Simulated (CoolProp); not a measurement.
Hexamethyldisiloxane (MM) along the isotherm 620 K: density (kg/m³) from the reference equation and from simpler models built on Tc = 518.7 K, pc = 1.931 MPa, ω = 0.418; each cubic takes its own stable root.

Values from CoolProp's reference Helmholtz-energy equation of state, Thol 2016.

```tsv
p (MPa)	phase	reference
0.069	gas	2.188
0.138	gas	4.406
0.207	gas	6.654
0.276	gas	8.933
0.345	gas	11.24
0.414	gas	13.59
0.483	gas	15.97
0.552	gas	18.38
0.621	gas	20.83
0.69	gas	23.31
0.759	gas	25.83
0.828	gas	28.39
0.897	gas	30.99
0.966	gas	33.62
```

### Question
How far does each simpler model (ideal gas, van der Waals, Soave-Redlich-Kwong) lie from the reference over these 14 states: mean and median of the absolute difference, and the worst?

### Answer
- ideal gas: mean 5.1 %, median 5.1 %, worst -9.5 % at 620 K and 0.966 MPa
- van der Waals: mean 0.3 %, median 0.2 %, worst +0.9 % at 620 K and 0.966 MPa
- Soave-Redlich-Kwong: mean 0.5 %, median 0.5 %, worst -1.1 % at 620 K and 0.966 MPa
